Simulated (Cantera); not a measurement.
Feed: 1 mol CO, 0.037 mol H2O, equilibrated at 1 atm.

Equilibrium computed with Cantera from the NASA thermochemical tables; the gas is ideal and each condensed phase is pure. Candidate condensed phases: C, C6H6, C7H8, C8H18, H2O; 110 gas species. The numbers say what is thermodynamically allowed, not how fast it happens.

log p: log10 of the partial pressure in bar; n: condensed amount in mol.

```json
[
 {"T (K)": "500", "log p CO2": "-0.03", "log p CO": "-4.40", "log p H2O": "-1.16", "log p H2": "-3.41", "log p CH4": "-3.41", "n C(graphite)": "0.499"},
 {"T (K)": "550", "log p CO2": "-0.03", "log p CO": "-3.58", "log p H2O": "-1.17", "log p H2": "-2.96", "log p CH4": "-3.30", "n C(graphite)": "0.499"},
 {"T (K)": "600", "log p CO2": "-0.03", "log p CO": "-2.89", "log p H2O": "-1.18", "log p H2": "-2.60", "log p CH4": "-3.22", "n C(graphite)": "0.498"},
 {"T (K)": "650", "log p CO2": "-0.03", "log p CO": "-2.31", "log p H2O": "-1.20", "log p H2": "-2.29", "log p CH4": "-3.17", "n C(graphite)": "0.497"},
 {"T (K)": "700", "log p CO2": "-0.03", "log p CO": "-1.82", "log p H2O": "-1.23", "log p H2": "-2.05", "log p CH4": "-3.16", "n C(graphite)": "0.493"},
 {"T (K)": "750", "log p CO2": "-0.04", "log p CO": "…", "log p H2O": "…", "log p H2": "…", "log p CH4": "-3.19", "n C(graphite)": "0.484"},
 {"T (K)": "800", "log p CO2": "-0.07", "log p CO": "-1.03", "log p H2O": "-1.35", "log p H2": "-1.69", "log p CH4": "-3.25", "n C(graphite)": "0.468"},
 {"T (K)": "850", "log p CO2": "-0.12", "log p CO": "…", "log p H2O": "…", "log p H2": "…", "log p CH4": "…", "n C(graphite)": "0.436"},
 {"T (K)": "900", "log p CO2": "-0.21", "log p CO": "-0.48", "log p H2O": "-1.60", "log p H2": "-1.50", "log p CH4": "-3.52", "n C(graphite)": "0.382"},
 {"T (K)": "950", "log p CO2": "-0.35", "log p CO": "-0.29", "log p H2O": "-1.78", "log p H2": "-1.47", "log p CH4": "-3.71", "n C(graphite)": "0.299"}
]
```

Problem. Some entries are withheld; supply them.

Solution. 
- 850, log p CO: -0.73
- 850, log p H2O: -1.45
- 850, log p H2: -1.58
- 850, log p CH4: -3.36
- 750, log p CO: -1.39
- 750, log p H2O: -1.28
- 750, log p H2: -1.85
